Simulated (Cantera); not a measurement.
Input: 1 mol CuO, 5.4 mol HF, 0.97 mol O2, equilibrated at 120 Torr.

Equilibrium computed with Cantera from the NASA thermochemical tables; the gas is ideal and each condensed phase is pure. Candidate condensed phases: Cu, CuF2, CuO, Cu(OH)2, Cu2O, H2O; 27 gas species. Mutual solubility and eutectic melting of coexisting phases are not modelled. Kinetics and transport are ignored. All values below are at 1025 K.

Base state: HF 0.847, O2 0.152, H2O 0.000587, CuF2 0.000157 (mole fractions); condensed: CuF2(s) + CuO(s).

What changes in the equilibrium state with this change: CuO replaced by SiO2?


| species | before | after |
|---|---|---|
| HF | 0.847 | 0.390 |
| H2O | 0.000587 | 0.291 |
| O2 | 0.152 | 0.174 |
| SiF4 | 0 | 0.145 |
| CuF2 | 0.000157 | 0 |
| CuF2(s), mol | 0.00271 | 0 |
| CuO(s), mol | 0.996 | 0 |
| SiO2(β-quartz), mol | 0 | 0.192 |
Further candidate phases: Si, SiO2.
